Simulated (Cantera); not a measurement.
**Roasting and sulfation: FeS₂ + H₂S + CO₂**

Charge: 1 mol FeS₂, 2.9 mol H₂S, 0.62 mol CO₂, at 0.0100 bar.

Equilibrium computed with Cantera from the NASA thermochemical tables; the gas is ideal and each condensed phase is pure. Candidate condensed phases: C, C₆H₆, C₇H₈, C₈H₁₈, Fe, Fe(CO)₅, FeO, Fe(OH)₂, Fe(OH)₃, FeS, FeSO₄, FeS₂, Fe₂O₃, Fe₂(SO₄)₃, Fe₃O₄, H₂O, H₂SO₄, S; 127 gas species. FeS: taken at fixed stoichiometry. Gases not in the tables: S₃ to S₇. Rates play no part.

From 752 °C to 1152 °C the condensed part is FeS(s). From 1202 °C to 1352 °C the condensed part is FeS(l).

```csv
T (°C),x H₂S,x H₂,x S₂,x CO,x H₂O,x CO₂,n FeS(s),n FeS(l)
752,0.480,0.103,0.199,0.0666,0.0770,0.0644,1.00,0
802,0.417,0.140,0.219,0.0781,0.0859,0.0517,1.00,0
852,0.355,0.178,0.240,0.0870,0.0926,0.0412,1.00,0
902,0.297,0.216,0.259,0.0933,0.0973,0.0329,1.00,0
952,0.244,0.251,0.276,0.0976,0.100,0.0266,1.00,0
1002,0.199,0.282,0.291,0.100,0.102,0.0219,1.00,0
1052,0.161,0.308,0.303,0.102,0.103,0.0184,1.00,0
1102,0.130,0.330,0.312,0.104,0.104,0.0158,1.00,0
1152,0.105,0.347,0.320,0.104,0.104,0.0137,1.000,0
1202,0.0847,0.362,0.325,0.105,0.104,0.0121,0,1.000
1252,0.0690,0.373,0.329,0.106,0.103,0.0108,0,1.000
1302,0.0565,0.382,0.332,0.106,0.102,0.00977,0,1.000
1352,0.0466,0.389,0.333,0.106,0.101,0.00886,0,1.000
```
x: gas mole fraction; n: condensed amount in mol.
